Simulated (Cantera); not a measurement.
Feed: 1 mol SiH4, 0.31 mol N2, equilibrated at 1998 K and 0.00280 bar.

Method: chemical equilibrium by Gibbs-energy minimisation in Cantera with the NASA 1993 tables (ideal gas, pure condensed phases). Candidate condensed phases: Si, Si3N4; 18 gas species. The tables' values for SiN are old estimates; treat these amounts as uncertain. Gases not in the tables: Si2H6 and higher silanes. Equilibrium is a limit: real reactors are often held back by kinetics, nucleation or transport.

Base state: H2 0.826, N2 0.130, H 0.0276, Si 0.0152, SiH 0.000498, Si2 0.000157, Si2N 9.98e-5, SiH2 8.67e-5 (mole fractions); condensed: Si(l).

Task: What changes in the equilibrium state with this change: temperature from 1998 K to 1425 K?

Result: 
| species | before | after |
|---|---|---|
| H2 | 0.826 | 0.996 |
| N2 | 0.130 | 0.00357 |
| H | 0.0276 | 0.000129 |
| Si | 0.0152 | 5.75e-7 |
| Si2 | 0.000157 | <1e-9 |
| Si3 | 3.36e-5 | <1e-9 |
| SiN | 7.58e-5 | 3.27e-9 |
| Si2N | 9.98e-5 | 4.47e-9 |
| SiH | 0.000498 | 1.35e-7 |
| Si(l), mol | 0.961 | 0 |
| Si(s), mol | 0 | 0.546 |
| Si3N4(s), mol | 0 | 0.151 |
N2 is the only nitrogen source here; it is nearly inert below about 1500 K, so the nitride shown seldom forms there in practice. Mutual solubility and eutectic melting of coexisting phases are not modelled.
